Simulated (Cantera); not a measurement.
**Stirred combustor or abatement burner**

A perfectly stirred reactor is fed with 2.79 % C2H4, 20.0 % O2, 75.2 % N2, 2.07 % H2O, at 10.0 bar; it is adiabatic with a 550 K inlet, and is followed from long to short residence time, starting on the burning branch (τ in s: 0.081, 0.037, 0.017, 0.0074, 0.0034, 0.0015, 0.00068, 0.00031, 0.00014, 6.2e-05).

Model: GRI-Mech 3.0 (53 species, 325 reactions), integrated in Cantera. GRI-Mech 3.0 was tuned for natural gas; its chemistry of ethylene as a main component is partial and can be far from experiment.

```tsv
τ (s)	T (K)	x C2H4	x O2	x CO	x C2H6	x H	x N2O	x CH3
0.081	1602	6.29e-6	0.116	0.000154	9.28e-12	1.82e-7	1.04e-6	7.47e-8
0.037	1601	1.09e-5	0.116	0.000275	3.53e-11	3.68e-7	1.53e-6	1.63e-7
0.017	1599	1.87e-5	0.116	0.000487	1.30e-10	7.52e-7	2.19e-6	3.48e-7
0.0074	1595	3.32e-5	0.116	0.000901	5.21e-10	1.62e-6	2.99e-6	7.76e-7
0.0034	1587	5.72e-5	0.117	0.00162	1.93e-9	3.31e-6	3.58e-6	1.63e-6
0.0015	1573	0.000105	0.117	0.00314	8.47e-9	6.85e-6	3.69e-6	3.60e-6
0.00068	1537	0.000226	0.120	0.00686	5.66e-8	1.27e-5	2.92e-6	8.62e-6
0.00031	550	0.0279	0.200	<1e-12	<1e-12	<1e-12	<1e-12	<1e-12
0.00014	550	0.0279	0.200	<1e-12	<1e-12	<1e-12	<1e-12	<1e-12
6.2e-5	550	0.0279	0.200	<1e-12	<1e-12	<1e-12	<1e-12	<1e-12
```
x: mole fraction; the columns are a selection and need not sum to one.
